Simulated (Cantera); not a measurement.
Feed: 1 mol CH3SiCl3, 0.11 mol C3H8, 14 mol H2, 0.015 mol Cl2, at 29000 Pa.

Method: chemical equilibrium by Gibbs-energy minimisation in Cantera with the NASA 1993 tables (ideal gas, pure condensed phases). Candidate condensed phases: C, C6H6, C7H8, C8H18, Si, SiC; 109 gas species. The feed counts by its element totals alone. Gases not in the tables: Si2H6 and higher silanes. The numbers say what is thermodynamically allowed, not how fast it happens.

Task: What share of the Si ends up in condensed phases as a function of T (K), at 2150, 2200, 2250, 2300, 2350, 2400, 2450, 2500?

Result: 
| T (K) | Si condensed (%) | as |
|---|---|---|
| 2150 | 89.3 | SiC(s) |
| 2200 | 88.1 | SiC(s) |
| 2250 | 86.7 | SiC(s) |
| 2300 | 85.0 | SiC(s) |
| 2350 | 82.7 | SiC(s) |
| 2400 | 79.6 | SiC(s) |
| 2450 | 75.2 | SiC(s) |
| 2500 | 68.5 | SiC(s) |
